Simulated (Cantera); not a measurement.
# Transport properties of process gases

Gas mixture: O2 = 0.19 (molar parts), at 0.493 atm, frozen composition.

Cantera's kinetic-theory transport with the Lennard-Jones parameters of GRI-Mech 3.0, ideal gas; thermal conductivity in the mixture-averaged form.

| T (K) | ρ (kg/m³) | cp (J/kg/K) | μ (µPa s) | λ (mW/m/K) | Pr | D (cm²/s) NO | D (cm²/s) C2H2 | D (cm²/s) H2O |
|---|---|---|---|---|---|---|---|---|
| 400 | 0.481 | 941.4 | 25.6 | 33.9 | 0.713 | 0.687 | 0.568 | 0.809 |
| 550 | 0.350 | 987.2 | 32.1 | 44.7 | 0.709 | 1.19 | 0.995 | 1.47 |
| 700 | 0.275 | 1031 | 37.8 | 55.0 | 0.709 | 1.78 | 1.51 | 2.28 |
| 850 | 0.226 | 1065 | 43.0 | 64.6 | 0.710 | 2.47 | 2.10 | 3.23 |
| 1000 | 0.192 | 1090 | 47.9 | 73.6 | 0.710 | 3.24 | 2.76 | 4.29 |
| 1150 | 0.167 | 1109 | 52.5 | 82.2 | 0.708 | 4.09 | 3.50 | 5.47 |
| 1300 | 0.148 | 1125 | 56.9 | 90.4 | 0.708 | 5.02 | 4.29 | 6.75 |
D: mixture-averaged diffusion coefficient of that species in the mixture.
